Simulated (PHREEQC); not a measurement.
Spent oxide etchant with single salt, acid or base (model solution)

Solution A (0.058 mol/kgw NH4HF2, 0.063 mol/kgw H2SiF6 and 9.2e-05 mol/kgw HCl) is mixed with solution B (0.0027 mol/kgw H2SO4) at 90 °C; shares are by mass of water, 1 kg in all. Oxygen alone is held at its pressure in air (log pO2 = -0.68). The system is closed to CO2. The run lets Quartz precipitate or redissolve, and no other solid.

Computed with PHREEQC (ion-association model, phreeqc.dat).

```
share of solution B    pH  Quartz (mol)  Si in solution (mol/kgw)  SiF6-2 (mol/kgw)  HSO4- (mol/kgw)
-------------------  ----  ------------  ------------------------  ----------------  ---------------
0                    1.27             0                    0.0630            0.0630                0
0.05                 1.29             0                    0.0599            0.0598         0.000121
0.1                  1.31             0                    0.0567            0.0566         0.000241
0.2                  1.36             0                    0.0504            0.0503         0.000478
0.25                 1.38             0                    0.0473            0.0471         0.000595
0.3                  1.41             0                    0.0441            0.0440         0.000711
0.35                 1.44             0                    0.0410            0.0408         0.000826
0.4                  1.47             0                    0.0378            0.0376         0.000939
0.45                 1.51             0                    0.0347            0.0343          0.00105
0.55                 1.59             0                    0.0284            0.0278          0.00126
0.6                  1.64      0.000171                    0.0250            0.0244          0.00136
0.65                 1.70      0.000613                    0.0214            0.0208          0.00145
0.7                  1.78       0.00101                    0.0179            0.0173          0.00152
0.75                 1.86       0.00135                    0.0144            0.0138          0.00159
0.8                  1.97       0.00161                    0.0110            0.0104          0.00163
0.9                  2.26       0.00181                   0.00449           0.00385          0.00158
0.95                 2.46       0.00153                   0.00162          0.000985          0.00146
1                    2.45             0                         0                 0          0.00160
```

Quartz from share of solution B = 0.6 (pH 1.64), last present at share of solution B = 0.95.

Species that the database lacks are ignored. Away from 25 °C the constants follow the database's enthalpies or fits; those with neither stay at their 25 °C values. SiF6-2 is the database's only silicon fluoride.
